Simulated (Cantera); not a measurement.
Input: 1 mol HgO, 41 mol H2, at 1573.15 K and 1.10 mbar.

Equilibrium computed with Cantera from the NASA thermochemical tables; the gas is ideal and each condensed phase is pure. Candidate condensed phases: H2O, Hg, HgO; 10 gas species. Equilibrium is a limit: real reactors are often held back by kinetics, nucleation or transport.

Base state: H2 0.951, Hg 0.0238, H2O 0.0238, H 0.00120 (mole fractions); condensed: gas only.

Question: What changes in the equilibrium state with this change: temperature from 1573.15 K to 525 K?

Answer: 
```tsv
species	before	after
H2	0.951	0.952
H2O	0.0238	0.0238
Hg	0.0238	0.0238
H	0.00120	<1e-9
```

Question: What changes in the equilibrium state with this change: temperature from 1573.15 K to 1048.15 K?

Answer: 
```
species   before    after
-------  -------  -------
H2         0.951    0.952
H2O       0.0238   0.0238
Hg        0.0238   0.0238
H        0.00120  2.28e-7
```

Question: What changes in the equilibrium state with this change: HgO replaced by Hg?

Answer: 
```json
[
 {"species": "H2", "before": "0.951", "after": "0.975"},
 {"species": "Hg", "before": "0.0238", "after": "0.0238"},
 {"species": "H", "before": "0.00120", "after": "0.00121"},
 {"species": "H2O", "before": "0.0238", "after": "0"}
]
```
